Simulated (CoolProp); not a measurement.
50 sccm (0 °C, 1 atm) of nitrogen bubbles through liquid water at 285.5 K and leaves saturated at a total pressure of 0.0162 MPa (ideal gas phase). Each further row changes one setting.

Model: reference Helmholtz-energy equation of state, Wagner 2002, in CoolProp.

| case | vapour pressure (kPa) | mole fraction of vapour | delivery (mg/min) | delivery (sccm) | change of delivery for a bath 1 K warmer (%) |
|---|---|---|---|---|---|
| as stated | 1.44 | 0.0886 | 3.91 | 4.86 | 7.5 |
| bath temperature 290.5 K | 1.98 | 0.122 | 5.60 | 6.97 | 7.5 |
| total pressure 0.0324 MPa | 1.44 | 0.0443 | 1.86 | 2.32 | 7.1 |
